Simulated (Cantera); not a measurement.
Cantera run:

```python
import numpy as np
import cantera as ct

gas_names = """
    CL CLO CL2 Fe FeCL FeCL2 FeCL3 FeO Fe2CL4 Fe2CL6 N NO NO2 NO3 N2 N2O O O2 O3
""".split()
cond_names = """
    Fe(a) Fe(c) Fe(d) Fe(L) FeCL2(s) FeCL2(L) FeCL3(s) FeCL3(L) FeO(s) FeO(L) Fe2O3(s) Fe3O4(s)
""".split()


# ... load() reads the species with a 1 bar reference pressure and builds the phases ...
atoms = {
    'FeCl3': {'Fe': 1, 'CL': 3},
    'O2': {'O': 2},
    'N2': {'N': 2},
}
top_T = {'Fe2O3(s)': 1830, 'Fe3O4(s)': 1870}  # K; cautious upper limits of use, not melting points


# ... equilibrate(T, P, feed) seeds the gas with the atoms and calls Mixture.equilibrate('TP', solver="vcs", rtol=1e-11, max_steps=5000) ...
results = []
T = 2075  # K
P = 95  # Pa
for m in [20, 61, 100, 140, 180, 230, 270, 310, 350, 390]:
    feed = {'FeCl3': 1, 'O2': 1.8, 'N2': m}  # mol
    mix = equilibrate(T, P, feed)
    results.append((T, P, feed, dict(zip(mix.species_names, mix.species_moles))))
    x = sorted(zip(gas.X, gas.species_names), reverse=True)
    print(f"T = {T:g} K  P = {P:g} Pa  n(N2) = {m:g} mol  gas = {mix.phase_moles(0):.4g} mol")
    print("   x: " + "  ".join(f"{s} {v:.3e}" for v, s in x if v > 0.001))
    print("   condensed (mol): " + ("  ".join(f"{mix.phase(i).name} {mix.phase_moles(i):.4g}"
          for i in range(1, mix.n_phases) if mix.phase_moles(i) > 1e-12) or "none"))
```

Output:

```
T = 2075 K  P = 95 Pa  n(N2) = 20 mol  gas = 24.68 mol
   x: N2 8.079e-01  CL 7.348e-02  O2 6.337e-02  FeCL2 2.397e-02  Fe 1.199e-02  O 9.520e-03  NO 5.197e-03  FeO 4.429e-03
   condensed (mol): none
T = 2075 K  P = 95 Pa  n(N2) = 61 mol  gas = 66.34 mol
   x: N2 9.178e-01  CL 3.650e-02  O2 2.177e-02  Fe 8.789e-03  O 5.579e-03  FeCL2 4.334e-03  NO 3.247e-03  FeO 1.902e-03
   condensed (mol): none
T = 2075 K  P = 95 Pa  n(N2) = 100 mol  gas = 105.6 mol
   x: N2 9.454e-01  CL 2.521e-02  O2 1.304e-02  Fe 6.731e-03  O 4.319e-03  NO 2.550e-03  FeCL2 1.583e-03  FeO 1.128e-03
   condensed (mol): none
T = 2075 K  P = 95 Pa  n(N2) = 140 mol  gas = 145.8 mol
   x: N2 9.592e-01  CL 1.911e-02  O2 9.094e-03  Fe 5.367e-03  O 3.606e-03  NO 2.145e-03
   condensed (mol): none
T = 2075 K  P = 95 Pa  n(N2) = 180 mol  gas = 185.9 mol
   x: N2 9.673e-01  CL 1.535e-02  O2 6.902e-03  Fe 4.440e-03  O 3.142e-03  NO 1.877e-03
   condensed (mol): none
T = 2075 K  P = 95 Pa  n(N2) = 230 mol  gas = 236 mol
   x: N2 9.738e-01  CL 1.230e-02  O2 5.244e-03  Fe 3.640e-03  O 2.739e-03  NO 1.641e-03
   condensed (mol): none
T = 2075 K  P = 95 Pa  n(N2) = 270 mol  gas = 276 mol
   x: N2 9.774e-01  CL 1.060e-02  O2 4.367e-03  Fe 3.178e-03  O 2.499e-03  NO 1.501e-03
   condensed (mol): none
T = 2075 K  P = 95 Pa  n(N2) = 310 mol  gas = 316.1 mol
   x: N2 9.801e-01  CL 9.307e-03  O2 3.722e-03  Fe 2.817e-03  O 2.307e-03  NO 1.387e-03
   condensed (mol): none
T = 2075 K  P = 95 Pa  n(N2) = 350 mol  gas = 356.1 mol
   x: N2 9.822e-01  CL 8.292e-03  O2 3.228e-03  Fe 2.530e-03  O 2.149e-03  NO 1.293e-03
   condensed (mol): none
T = 2075 K  P = 95 Pa  n(N2) = 390 mol  gas = 396.1 mol
   x: N2 9.839e-01  CL 7.476e-03  O2 2.840e-03  Fe 2.295e-03  O 2.015e-03  NO 1.214e-03
   condensed (mol): none
```

Equilibrium computed with Cantera from the NASA thermochemical tables; the gas is ideal and each condensed phase is pure.
